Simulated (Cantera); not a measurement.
Cantera run:

```python
import numpy as np
import cantera as ct

gas_names = """
    CL CL2 N N2 Si SiCL SiCL2 SiCL3 SiCL4 SiN Si2 Si2N Si3
""".split()
cond_names = """
    Si(cr) Si(L) Si3N4(a)
""".split()


# ... load() reads the species with a 1 bar reference pressure and builds the phases ...
atoms = {
    'Si': {'Si': 1},
    'Cl2': {'CL': 2},
    'N2': {'N': 2},
}
top_T = {'Si3N4(a)': 2400}  # K; cautious upper limits of use, not melting points


# ... equilibrate(T, P, feed) seeds the gas with the atoms and calls Mixture.equilibrate('TP', solver="vcs", rtol=1e-11, max_steps=5000) ...
results = []
feed = {'Si': 1, 'Cl2': 2.8, 'N2': 0.14}  # mol
T = 525  # K
P = 100000  # Pa
mix = equilibrate(T, P, feed)
results.append((T, P, feed, dict(zip(mix.species_names, mix.species_moles))))
x = sorted(zip(gas.X, gas.species_names), reverse=True)
print(f"T = {T:g} K  P = {P:g} Pa  gas = {mix.phase_moles(0):.4g} mol")
print("   x: " + "  ".join(f"{s} {v:.3e}" for v, s in x if v > 0.0001))
print("   condensed (mol): " + ("  ".join(f"{mix.phase(i).name} {mix.phase_moles(i):.4g}"
      for i in range(1, mix.n_phases) if mix.phase_moles(i) > 1e-12) or "none"))
```

Output:

```
T = 525 K  P = 100000 Pa  gas = 1.94 mol
   x: SiCL4 5.155e-01  CL2 4.124e-01  N2 7.216e-02
   condensed (mol): none
```

Equilibrium computed with Cantera from the NASA thermochemical tables; the gas is ideal and each condensed phase is pure.
